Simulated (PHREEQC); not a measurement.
A solution holds 3.7 mmol/kgw ZnSO4, 0.71 mmol/kgw NaCl and 3.9 mmol/kgw HCl, at 25 °C. Closed to the air; pH follows from the charge balance.

Model: ion-association model, wateq4f.dat, run in PHREEQC.

```yaml
pH: 2.52
ionic_strength: 0.0156 mol/kgw
total_alkalinity: -3.90 meq/kg
```

| species | molality | activity | log γ |
|---|---|---|---|
| Cl- | 0.00459 | 0.00404 | -0.055 |
| H+ | 0.00339 | 0.00304 | -0.047 |
| Zn+2 | 0.00300 | 0.00187 | -0.205 |
| SO4-2 | 0.00249 | 0.00153 | -0.212 |
| Na+ | 0.000705 | 0.000623 | -0.054 |
| ZnSO4 | 0.000667 | 0.000670 | 0.002 |
| HSO4- | 0.000512 | 0.000452 | -0.054 |
| ZnCl+ | 2.31e-5 | 2.03e-5 | -0.055 |
| Zn(SO4)2-2 | 1.37e-5 | 8.31e-6 | -0.217 |
| NaSO4- | 5.38e-6 | 4.77e-6 | -0.052 |

Precipitation was switched off in this run.
